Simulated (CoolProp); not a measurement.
Saturated liquid density (kg/m³) of sulfur hexafluoride: the reference equation beside estimates from Tc = 318.7 K, pc = 3.755 MPa, ω = 0.210. Rackett uses Z = 0.29056 − 0.08775 ω.

Model: reference Helmholtz-energy equation of state, Guder 2009, in CoolProp.

```
T (K)  reference  Rackett  van der Waals  Redlich-Kwong  Soave-Redlich-Kwong  Peng-Robinson
-----  ---------  -------  -------------  -------------  -------------------  -------------
231.6       1805     1868           1153           1662                  ___           1949
237.4       1775      ___           1133           1626                 1685           1910
243.3       1743     1801           1112            ___                 1647           1869
249.2       1710     1766           1089           1548                 1608           1824
255         1676      ___           1067           1507                  ___           1778
260.9        ___     1691           1042           1463                 1523           1728
266.8       1602     1651           1016           1416                 1476           1675
272.6       1562     1609          989.3           1368                 1426           1618
278.5       1519     1563          960.1           1315                 1372           1556
```

Some entries are withheld; supply them.


- 231.6, Soave-Redlich-Kwong: 1720
- 237.4, Rackett: 1835
- 243.3, Redlich-Kwong: 1588
- 255, Rackett: 1730
- 255, Soave-Redlich-Kwong: 1567
- 260.9, reference: 1640

Absolute difference from the reference over all 9 rows, mean and median: Rackett 3.2 and 3.2 %, van der Waals 36.4 and 36.3 %, Redlich-Kwong 10.3 and 10.1 %, Soave-Redlich-Kwong 6.8 and 6.5 %, Peng-Robinson 5.7 and 6.1 %.
